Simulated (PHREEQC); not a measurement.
1 kg of water meets 20 L of dry gas (CO2 1 by moles) at fixed total pressure, at 100 °C; fugacities by Peng-Robinson. The gases take part in no redox reaction, some water evaporates into the gas, and hydrates or a liquid gas phase aren't modelled. Nothing may precipitate in this run.

All values are PHREEQC results (ion-association model, phreeqc.dat), not measurements.

Problem. Predict dissolved CO2 (all carbonate carbon) (mol/kgw), pH at P (atm) = 2, 30.

Solution. 
```
P (atm)  dissolved CO2 (all carbonate carbon) (mol/kgw)    pH
-------  ----------------------------------------------  ----
2                                                0.0105  4.20
30                                                0.283  3.49
```

Away from 25 °C the constants follow the database's enthalpies or fits; those with neither stay at their 25 °C values.
